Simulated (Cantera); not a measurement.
A closed system holds: 1 mol CH₃Cl, 1.4 mol Si, equilibrated at 10.0 mbar.

These are equilibrium values from Cantera (NASA tables, ideal gas, pure condensed phases), not measurements of a reactor. Candidate condensed phases: C, C₆H₆, C₇H₈, C₈H₁₈, Si, SiC; 109 gas species. Mutual solubility and eutectic melting of coexisting phases are not modelled. The tables' values for SiCl₃, SiCl, CCl are old estimates; treat these amounts as uncertain. Gases not in the tables: Si₂H₆ and higher silanes. Equilibrium is a limit: real reactors are often held back by kinetics, nucleation or transport.

x: gas mole fraction; n: condensed amount in mol.

| T (K) | x H₂ | x H | x HCl | x Si | x Cl | x SiCl₂ | x SiCl₄ | x SiC₂ | x C | x Si₂C | x C₃ | x SiCl₃ | x SiHCl₃ | x SiCl | x C₂ | n Si(s) | n SiC(s) | n Si(l) | n C(graphite) |
|---|---|---|---|---|---|---|---|---|---|---|---|---|---|---|---|---|---|---|---|
| 1023 | 0.818 | 3.75e-8 | 0.0430 | <1e-12 | 1.82e-9 | 0.00402 | 0.112 | <1e-12 | <1e-12 | <1e-12 | <1e-12 | 0.00461 | 0.0180 | 7.90e-11 | <1e-12 | 0.155 | 1.00 | 0 | 0 |
| 1223 | ___ | ___ | ___ | ___ | ___ | ___ | ___ | <1e-12 | <1e-12 | <1e-12 | <1e-12 | 0.0191 | ___ | 6.41e-8 | <1e-12 | 0.145 | 1.00 | 0 | 0 |
| 1423 | 0.671 | 5.44e-5 | 0.174 | 1.53e-7 | 1.16e-5 | 0.137 | 0.00434 | <1e-12 | <1e-12 | 1.23e-10 | <1e-12 | 0.0122 | 0.00129 | 4.74e-6 | <1e-12 | 0.0944 | 1.00 | 0 | 0 |
| 1623 | 0.665 | ___ | 0.173 | ___ | ___ | 0.157 | ___ | ___ | <1e-12 | ___ | <1e-12 | 0.00401 | ___ | 9.19e-5 | <1e-12 | ___ | 1.00 | 0 | 0 |
| 1823 | 0.655 | 0.00351 | 0.184 | 0.000442 | 0.000750 | 0.154 | 2.57e-5 | 5.25e-9 | 1.24e-12 | 5.30e-6 | <1e-12 | 0.00160 | 2.43e-5 | 0.000759 | <1e-12 | 0 | 1.000 | 0.0847 | 0 |
| 2023 | 0.631 | 0.0151 | 0.197 | 0.00569 | 0.00349 | 0.143 | 4.36e-6 | 9.31e-7 | 2.96e-10 | 0.000172 | 1.03e-12 | 0.000749 | 5.72e-6 | 0.00375 | 1.46e-12 | 0 | 1.000 | 0.0875 | 0 |
| 2223 | 0.565 | 0.0481 | 0.193 | 0.0443 | 0.0119 | 0.119 | 8.62e-7 | 6.62e-5 | 2.74e-8 | 0.00281 | 6.53e-10 | 0.000349 | 1.47e-6 | 0.0128 | 4.79e-10 | 0 | 0.993 | 0 | 0 |
| 2423 | 0.434 | 0.117 | 0.227 | 0.0834 | 0.0435 | 0.0594 | 2.20e-7 | 0.00670 | 3.48e-6 | 0.00972 | 3.51e-6 | 0.000139 | 3.28e-7 | 0.0158 | 5.10e-7 | 0 | 0.936 | 0 | 0 |
| 2623 | 0.230 | 0.202 | 0.132 | 0.210 | 0.0812 | 0.0187 | 1.55e-8 | 0.0764 | 8.33e-5 | 0.0238 | 0.000307 | 2.28e-5 | 2.69e-8 | 0.0173 | 2.90e-5 | 0 | 0 | 0 | 0.304 |
| 2823 | 0.135 | 0.325 | 0.0809 | 0.196 | 0.135 | 0.00276 | 5.97e-10 | 0.0998 | 0.000788 | 0.00564 | 0.00338 | 1.87e-6 | 1.23e-9 | 0.00764 | 0.000356 | 0 | 0 | 0 | 0 |
| 3023 | 0.0654 | 0.433 | 0.0361 | 0.200 | 0.162 | 0.000341 | 1.39e-11 | 0.0753 | 0.00412 | 0.00141 | 0.0111 | 1.08e-7 | 3.75e-11 | 0.00314 | 0.00173 | 0 | 0 | 0 | 0 |
| 3223 | 0.0265 | 0.486 | 0.0138 | 0.211 | 0.170 | 4.46e-5 | <1e-12 | 0.0457 | 0.0152 | 0.000389 | 0.0204 | 6.45e-9 | 1.13e-12 | 0.00133 | 0.00520 | 0 | 0 | 0 | 0 |
| 3423 | 0.0101 | 0.497 | 0.00516 | 0.221 | 0.169 | 6.69e-6 | <1e-12 | 0.0216 | 0.0411 | 0.000107 | 0.0218 | 4.62e-10 | <1e-12 | 0.000592 | 0.0101 | 0 | 0 | 0 | 0 |

What belongs in the gaps?


- 1623, x H: 0.000564
- 1623, x Si: 1.56e-5
- 1623, x Cl: 0.000115
- 1623, x SiCl₄: 0.000238
- 1623, x SiC₂: 9.31e-12
- 1623, x Si₂C: 5.80e-8
- 1623, x SiHCl₃: 0.000142
- 1623, n Si(s): 0.0771
- 1223, x H₂: 0.734
- 1223, x H: 2.58e-6
- 1223, x HCl: 0.130
- 1223, x Si: 3.22e-10
- 1223, x Cl: 3.93e-7
- 1223, x SiCl₂: 0.0559
- 1223, x SiCl₄: 0.0522
- 1223, x SiHCl₃: 0.00911
